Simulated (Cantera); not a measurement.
A closed system holds: 1 mol c-C4F8, 1.1 mol H2, held at 3050 K and 0.150 bar.

Cantera equilibrium calculation (NASA polynomials, part measured and part estimated; ideal gas, pure solids and liquids). Candidate condensed phases: C, C6H6, C7H8, C8H18; 95 gas species. The feed counts by its element totals alone. Gases not in the tables: C2F6 and larger saturated fluorocarbons. Equilibrium is a limit: real reactors are often held back by kinetics, nucleation or transport.

Base state: F 0.464, HF 0.316, CF2 0.153, CF 0.0595, C3 0.00351, CF3 0.00126, H 0.00103, C 0.000539 (mole fractions); condensed: C(graphite).

Task: What changes in the equilibrium state with this change: temperature from 3050 K to 1223.15 K?

Result: 
| species | before | after |
|---|---|---|
| HF | 0.316 | 0.603 |
| CF4 | 0.000372 | 0.397 |
| CF2 | 0.153 | 4.29e-7 |
| F | 0.464 | 2.08e-8 |
| CF | 0.0595 | <1e-9 |
| C3 | 0.00351 | <1e-9 |
| H | 0.00103 | <1e-9 |
| C | 0.000539 | <1e-9 |
| C2 | 0.000360 | <1e-9 |
| C(graphite), mol | 2.42 | 2.55 |
